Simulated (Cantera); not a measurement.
Cantera run:

```python
import numpy as np
import cantera as ct

gas_names = """
    CL CL2 H HCL H2 Si SiCL SiCL2 SiCL3 SiCL4 SiH SiHCL3 SiH2 SiH2CL2 SiH3 SiH3CL SiH4 Si2 Si3
""".split()
cond_names = """
    Si(cr) Si(L)
""".split()


# ... load() reads the species with a 1 bar reference pressure and builds the phases ...
atoms = {
    'SiCl4': {'Si': 1, 'CL': 4},
    'HCl': {'H': 1, 'CL': 1},
    'H2': {'H': 2},
}
top_T = {}  # K; cautious upper limits of use, not melting points


# ... equilibrate(T, P, feed) seeds the gas with the atoms and calls Mixture.equilibrate('TP', solver="vcs", rtol=1e-11, max_steps=5000) ...
results = []
feed = {'SiCl4': 1, 'HCl': 3.1, 'H2': 200}  # mol
P = 1000  # Pa
for T in [825, 925, 1025, 1125, 1225, 1325, 1425, 1525, 1625]:
    mix = equilibrate(T, P, feed)
    results.append((T, P, feed, dict(zip(mix.species_names, mix.species_moles))))

top = {s: max(r[3][s] / sum(r[3][g] for g in gas_names) for r in results) for s in gas_names}
cols = sorted((s for s in top if top[s] > 1e-05), key=lambda s: -top[s])[:9]
seen = [c for c in cond_names if any(r[3].get(c, 0) > 1e-12 for r in results)]
print("log10 of partial pressures in bar; condensed amounts in mol")
print(f"{'T/K':>10s}" + "".join(f"{s[:9]:>10s}" for s in cols + seen))
for T, P, feed, n in results:
    ng = sum(n[g] for g in gas_names)
    print(f"{T:10.4g}" + "".join(f"{np.log10(max(n[s] / ng * P / 1e5, 1e-99)):10.3f}" for s in cols)
          + "".join(f"{n.get(c, 0):10.4g}" for c in seen))
```

It prints:

```
log10 of partial pressures in bar; condensed amounts in mol
       T/K        H2       HCL     SiCL4     SiCL2    SiHCL3         H     SiCL3   SiH2CL2        Si    Si(cr)
       825    -2.009    -3.808    -4.343    -8.500    -5.452   -12.105    -7.394    -7.634   -23.655         0
       925    -2.009    -3.790    -4.405    -6.540    -5.064   -10.589    -6.272    -6.730   -18.776         0
      1025    -2.010    -3.729    -4.586    -5.197    -4.933    -9.366    -5.551    -6.235   -15.181   0.03272
      1125    -2.013    -3.569    -5.213    -4.799    -5.417    -8.359    -5.551    -6.533   -13.154    0.4067
      1225    -2.014    -3.533    -6.128    -4.665    -6.114    -7.513    -5.845    -6.976   -11.461    0.4935
      1325    -2.014    -3.531    -7.018    -4.611    -6.792    -6.793    -6.182    -7.409   -10.025    0.4777
      1425    -2.014    -3.535    -7.802    -4.576    -7.388    -6.173    -6.486    -7.790    -8.793    0.4468
      1525    -2.014    -3.539    -8.485    -4.549    -7.907    -5.633    -6.754    -8.122    -7.724    0.4152
      1625    -2.014    -3.543    -9.085    -4.528    -8.363    -5.159    -6.989    -8.413    -6.788    0.3816
```

Equilibrium computed with Cantera from the NASA thermochemical tables; the gas is ideal and each condensed phase is pure. The tables' values for SiCl3, SiCl are old estimates; treat these amounts as uncertain.
